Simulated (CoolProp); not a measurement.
Vapour-liquid equilibrium of R134a (1) + isobutane (2) at 0.97 MPa; x and y are mole fractions of (1).

Model: multi-fluid Helmholtz-energy mixture model, Tillner-Roth 1994 and Bücker 2006; pair parameters Bell 2016, in CoolProp.

```csv
x,"bubble temperature, mixture model (K)","bubble temperature, Raoult's law (K)","y, mixture model","y, Raoult's law"
0.05,329.7,335.9,0.179,0.093
0.15,319.2,332.2,0.391,0.254
0.25,313.7,328.9,?,0.392
0.35,?,325.9,0.566,0.509
0.45,308.9,323.2,0.612,0.612
0.55,307.8,320.6,0.651,0.701
0.65,307.2,318.3,0.691,0.781
0.75,307.1,316.2,0.738,0.852
0.85,?,314.2,0.806,0.916
0.95,309.6,312.3,0.916,0.973
```

Problem. Complete the blanks.

Solution. 
- 0.25, y, mixture model: 0.501
- 0.35, bubble temperature, mixture model (K): 310.6
- 0.85, bubble temperature, mixture model (K): 307.6

The largest gap from Raoult's law is -15.3 K in bubble temperature, at x = 0.35. y crosses x between x = 0.65 and 0.75: the model has an azeotrope there.

The pair parameters rest on a limited set of measurements; away from them the model extrapolates. With so large a gap from Raoult's law the liquid may split in two, which this calculation doesn't test in full.
